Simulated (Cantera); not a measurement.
What does this Cantera script print?

```python
import numpy as np
import cantera as ct

gas = ct.Solution("gri30.yaml")
gas.TPX = 450, 500000, {'CH4': 1, 'H2': 0.055, 'O2': 1.45, 'N2': 3.77}
flame = ct.FreeFlame(gas, width=0.013)
flame.set_refine_criteria(ratio=3, slope=0.08, curve=0.16)
flame.transport_model = "mixture-averaged"
flame.solve(loglevel=0, auto=True)
z, T = flame.grid, flame.T
thick = (T[-1] - T[0]) / np.gradient(T, z).max()
show = ['CH4', 'H2', 'O2', 'NO', 'CH2', 'N2O']
print(f"laminar burning velocity  {flame.velocity[0] * 100:.3f} cm/s")
print(f"burnt temperature         {T[-1]:.1f} K")
print(f"thermal thickness         {thick * 1e3:.4f} mm")
print(f"grid points               {len(z)}")
z0 = z[flame.heat_release_rate.argmax()]
print(f"{'z/mm':>9s}{'T/K':>9s}{'u/(m/s)':>9s}" + "".join(f"{s:>11s}" for s in show))
rows = []
for k in (-3, -2, -1.5, -1, -0.5, -0.25, 0, 0.25, 0.5, 1, 2, 4, 8):
    zz = z0 + k * thick
    rows.append([k * thick, np.interp(zz, z, T), np.interp(zz, z, flame.velocity),
                 *(np.interp(zz, z, flame.X[gas.species_index(s)]) for s in show)])
    print(f"{rows[-1][0] * 1e3:9.3f}{rows[-1][1]:9.1f}{rows[-1][2]:9.3f}" + "".join(f"{x:11.3e}" for x in rows[-1][3:]))
```

Result:

```
laminar burning velocity  49.660 cm/s
burnt temperature         2402.3 K
thermal thickness         0.1105 mm
grid points               149
     z/mm      T/K  u/(m/s)        CH4         H2         O2         NO        CH2        N2O
   -0.332    450.4    0.498  1.589e-01  1.119e-02  2.305e-01  5.038e-10  5.217e-20  9.918e-13
   -0.221    456.2    0.507  1.576e-01  1.618e-02  2.291e-01  9.288e-09  3.110e-16  2.855e-11
   -0.166    477.1    0.534  1.550e-01  2.245e-02  2.265e-01  5.020e-08  1.907e-14  1.861e-10
   -0.111    608.4    0.690  1.435e-01  3.462e-02  2.151e-01  5.420e-07  7.000e-12  2.169e-09
   -0.055   1177.4    1.375  9.720e-02  5.223e-02  1.588e-01  7.519e-06  4.625e-08  2.305e-08
   -0.028   1648.2    1.958  5.531e-02  6.113e-02  1.022e-01  1.723e-05  4.057e-06  5.195e-08
    0.000   2061.8    2.486  1.773e-02  6.723e-02  4.412e-02  3.230e-05  6.677e-05  6.984e-08
    0.028   2265.4    2.744  3.727e-03  6.906e-02  1.356e-02  5.626e-05  9.193e-05  5.432e-08
    0.055   2334.3    2.825  8.985e-04  7.027e-02  3.865e-03  8.348e-05  4.187e-05  4.286e-08
    0.111   2369.0    2.861  1.079e-04  7.233e-02  4.393e-04  1.232e-04  5.738e-06  3.427e-08
    0.221   2384.5    2.876  6.781e-06  7.358e-02  7.928e-05  1.575e-04  2.843e-07  2.672e-08
    0.442   2395.0    2.887  1.948e-07  7.392e-02  4.338e-05  1.768e-04  5.683e-09  2.164e-08
    0.884   2400.7    2.893  3.127e-09  7.403e-02  2.915e-05  1.835e-04  6.710e-11  1.925e-08
```

Cantera simulation using GRI-Mech 3.0 (53 species, 325 reactions); the numbers are that mechanism's predictions, not measurements. Burning velocities carry a grid error of a few per cent, more on coarse grids.
